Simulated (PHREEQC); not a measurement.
# Phosphoric acid bath (model solution)

Consider water at 25 °C with 0.025 mol/kgw KH2PO4 and 0.013 mol/kgw HNO3. Closed to the air; pH follows from the charge balance.

Computed with PHREEQC (ion-association model, wateq4f.dat).

Precipitation was switched off in this run.

### Question
Predict the pH, ionic strength.

### Answer
pH 2.39; ionic strength 0.0296 mol/kgw.

### Question
In which forms is P present?

### Answer
H2PO4- 66 %, H3PO4 34 % of the P.

H3PO4, which wateq4f.dat lacks, is added to it with the constant of phreeqc.dat.
